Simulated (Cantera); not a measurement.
Input: 1 mol C2H4, 0.6 mol H2, 2.6 mol NH3, equilibrated at 1025 K and 0.413 Torr.

Method: chemical equilibrium by Gibbs-energy minimisation in Cantera with the NASA 1993 tables (ideal gas, pure condensed phases). Candidate condensed phases: C, C6H6, C7H8, C8H18; 92 gas species. Rates play no part.

Base state: H2 0.833, N2 0.167, CH4 2.81e-5 (mole fractions); condensed: C(graphite).

Task: What changes in the equilibrium state with this change: temperature from 1025 K to 525 K?

Result: 
```csv
species,before,after
H2,0.833,0.603
N2,0.167,0.200
CH4,2.81e-5,0.198
NH3,8.46e-8,2.05e-5
"C(graphite), mol",2.00,0.712
```
